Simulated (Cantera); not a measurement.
What does this Cantera script print?

```python
import numpy as np
import cantera as ct

gas_names = """
    C CO CO2 C2 C2O C3 C3O2 C4 C5 O O2 O3 Pb PbO Pb2
""".split()
cond_names = """
    C(gr) Pb(cr) Pb(L) PbO(rd) PbO(yw) PbO(L) PbO2(s) Pb3O4(s)
""".split()


# ... load() reads the species with a 1 bar reference pressure and builds the phases ...
atoms = {
    'Pb': {'Pb': 1},
    'CO2': {'C': 1, 'O': 2},
    'CO': {'C': 1, 'O': 1},
}
top_T = {'C(gr)': 4500, 'Pb3O4(s)': 820}  # K; cautious upper limits of use, not melting points


# ... equilibrate(T, P, feed) seeds the gas with the atoms and calls Mixture.equilibrate('TP', solver="vcs", rtol=1e-11, max_steps=5000) ...
results = []
feed = {'Pb': 1, 'CO2': 0.018, 'CO': 1.9}  # mol
T = 1775  # K
P = 13332.2  # Pa
mix = equilibrate(T, P, feed)
results.append((T, P, feed, dict(zip(mix.species_names, mix.species_moles))))
x = sorted(zip(gas.X, gas.species_names), reverse=True)
print(f"T = {T:g} K  P = {P:g} Pa  gas = {mix.phase_moles(0):.4g} mol")
print("   x: " + "  ".join(f"{s} {v:.3e}" for v, s in x if v > 0.001))
print("   condensed (mol): " + ("  ".join(f"{mix.phase(i).name} {mix.phase_moles(i):.4g}"
      for i in range(1, mix.n_phases) if mix.phase_moles(i) > 1e-12) or "none"))
```

It prints:

```
T = 1775 K  P = 13332.2 Pa  gas = 2.918 mol
   x: CO 6.512e-01  Pb 3.425e-01  CO2 6.148e-03
   condensed (mol): none
```

Cantera equilibrium calculation (NASA polynomials, part measured and part estimated; ideal gas, pure solids and liquids).
